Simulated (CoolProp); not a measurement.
Isopentane along the isobar 101 kPa: density (kg/m³) from the reference equation and from simpler models built on Tc = 460.3 K, pc = 3378 kPa, ω = 0.227; each cubic takes its own stable root.

Model: reference Helmholtz-energy equation of state, Lemmon 2006, in CoolProp. It is a short technical equation, of lower accuracy than the large ones.

```
T (K)   phase  reference  Redlich-Kwong  Soave-Redlich-Kwong  Peng-Robinson
-----  ------  ---------  -------------  -------------------  -------------
120.7  liquid      781.0          693.8                  ___          776.1
138.2  liquid        ___          684.2                686.0          767.6
155.7  liquid      747.6          673.8                  ___          758.3
173.3  liquid      731.5          662.5                667.4            ___
190.8  liquid      715.6          650.4                657.1          737.4
208.3  liquid      699.9          637.4                645.9          725.6
225.8  liquid      684.0          623.6                633.8          712.9
243.3  liquid      668.0          608.8                620.7          699.0
260.8  liquid      651.6          592.9                606.6          683.9
278.4  liquid      634.7          575.7                591.0          667.2
295.9  liquid      617.3          3.071                  ___            ___
313.4     gas      2.907            ___                2.893            ___
330.9     gas      2.734          2.720                2.726          2.730
348.4     gas      2.583          2.574                2.579          2.582
365.9     gas      2.450          2.443                2.447          2.450
383.4     gas      2.330          2.326                2.329          2.332
```

Complete the blanks.


- 120.7, Soave-Redlich-Kwong: 694.2
- 138.2, reference: 764.0
- 155.7, Soave-Redlich-Kwong: 677.1
- 173.3, Peng-Robinson: 748.2
- 295.9, Soave-Redlich-Kwong: 574.1
- 295.9, Peng-Robinson: 648.9
- 313.4, Redlich-Kwong: 2.884
- 313.4, Peng-Robinson: 2.897

At some of these states Redlich-Kwong gives the other phase, because its saturation line lies elsewhere.
